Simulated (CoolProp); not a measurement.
Vapour-liquid equilibrium of n-decane (1) + n-dodecane (2) at 522.4 K; x and y are mole fractions of (1).

The numbers come from the multi-fluid Helmholtz-energy mixture model, Lemmon 2006 and Lemmon 2004; pair parameters Bell 2016 in CoolProp.

Problem. Give the bubble pressure and the first vapour's composition at x = 0.35, 0.75, 0.85. Is there an azeotrope?

Solution. x = 0.35: 3.031 bar, y = 0.526; x = 0.75: 4.205 bar, y = 0.859; x = 0.85: 4.509 bar, y = 0.919. No azeotrope shows between x = 0.05 and 0.95.

The pair parameters rest on a limited set of measurements; away from them the model extrapolates.
